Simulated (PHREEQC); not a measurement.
## Metal-bearing waste water: an equilibrium model

Solution (10 °C): 0.07 mol/kgw FeCl3, 0.053 mol/kgw ZnCl2, 0.00045 mol/kgw NaHCO3 and 0.4 mol/kgw NaCl. Closed to the air; pH follows from the charge balance.

Equilibrium calculation in PHREEQC: ion-association model, phreeqc.dat.

No solid was allowed to form.

Task: Predict the pH, activity of water.

Result: pH 2.40; activity of water 0.980.

Task: In which forms is Cl present?

Result: Cl- 87 %, FeCl2+ 6.9 %, FeCl+2 4.1 %, ZnCl+ 1.0 % of the Cl.

The solution is supersaturated, for example in Hematite (slow to form), Goethite (slow to form), so a real one may precipitate; this is no full list. Ionic strength above about 0.7 mol/kgw puts this run outside the model's range. Away from 25 °C the constants follow the database's enthalpies or fits; those with neither stay at their 25 °C values.
